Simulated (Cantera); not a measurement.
**Premixed flame**

A freely propagating, adiabatic, planar premixed flame of 7.24 % CH₄, 0.188 % C₂H₆, 19.4 % O₂, 73.2 % N₂, equivalence ratio 0.78, unburnt at 698 K and 0.464 atm; mixture-averaged transport, grid criteria slope 0.08 and curve 0.16, no radiation.

Detailed kinetics in Cantera: GRI-Mech 3.0 (53 species, 325 reactions). Burning velocities carry a grid error of a few per cent, more on coarse grids.

```tsv
z (mm)	T (K)	u (m/s)	x CH₄	x C₂H₆	x O₂	x H₂O₂	x H	x H₂O
-1.92	698	1.80	0.0724	0.00188	0.194	<1e-8	<1e-8	2.29e-5
-1.28	699	1.81	0.0722	0.00188	0.194	7.63e-8	2.13e-8	0.000217
-0.961	703	1.82	0.0718	0.00188	0.193	3.54e-7	3.27e-7	0.000880
-0.641	732	1.90	0.0697	0.00188	0.191	1.89e-6	7.50e-6	0.00509
-0.320	980	2.57	0.0540	0.00187	0.170	6.06e-6	0.000217	0.0334
-0.160	1310	3.48	0.0320	0.00112	0.138	6.22e-6	0.00103	0.0685
0	1656	4.43	0.00905	0.000102	0.0964	1.24e-6	0.00344	0.106
0.160	1807	4.84	0.000935	6.75e-7	0.0700	3.25e-7	0.00626	0.124
0.320	1847	4.94	5.15e-5	<1e-8	0.0598	2.42e-7	0.00782	0.128
0.641	1887	5.02	1.85e-7	<1e-8	0.0540	2.16e-7	0.00845	0.128
1.28	1943	5.14	<1e-8	<1e-8	0.0508	1.75e-7	0.00743	0.129
2.56	2013	5.30	<1e-8	<1e-8	0.0488	1.31e-7	0.00520	0.133
5.13	2089	5.48	<1e-8	<1e-8	0.0469	9.61e-8	0.00296	0.137
```
x: mole fraction of selected species; z is measured from the peak of heat release.

```json
{
  "laminar_burning_velocity": "180 cm/s",
  "thermal_thickness": "0.641 mm",
  "peak x(H₂O₂)": "6.91e-6",
  "peak x(H)": "0.00847",
  "grid_points": "150"
}
```
